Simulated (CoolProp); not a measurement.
Vapour-liquid equilibrium of cyclohexane (1) + ethylbenzene (2) at 417.7 K; x and y are mole fractions of (1).

The numbers come from the multi-fluid Helmholtz-energy mixture model, Zhou 2014 and Zhou 2012; pair parameters Bell 2016 in CoolProp.

| x | bubble pressure (bar) | y at the bubble point | dew pressure at overall composition x (bar) | liquid density (mol/L) |
|---|---|---|---|---|
| 0.05 | 1.477 | 0.180 | 1.316 | 7.114 |
| 0.15 | 1.901 | 0.419 | 1.436 | … |
| 0.25 | 2.312 | 0.570 | … | 7.238 |
| 0.35 | 2.704 | 0.673 | 1.755 | 7.299 |
| 0.45 | 3.078 | 0.750 | … | 7.361 |
| 0.55 | … | 0.809 | 2.248 | 7.423 |
| 0.65 | … | 0.859 | … | 7.486 |
| 0.75 | 4.110 | 0.902 | 3.080 | 7.551 |
| 0.85 | … | 0.942 | 3.712 | … |
| 0.95 | 4.779 | 0.981 | 4.510 | 7.689 |

Problem. What belongs in the gaps?

Solution. 
- 0.15, liquid density (mol/L): 7.176
- 0.25, dew pressure at overall composition x (bar): 1.580
- 0.45, dew pressure at overall composition x (bar): 1.973
- 0.55, bubble pressure (bar): 3.434
- 0.65, bubble pressure (bar): 3.776
- 0.65, dew pressure at overall composition x (bar): 2.606
- 0.85, bubble pressure (bar): 4.442
- 0.85, liquid density (mol/L): 7.618

No azeotrope shows between x = 0.05 and 0.95.

Pair parameters are fitted to limited data, so mixtures are less certain than the pure fluids.
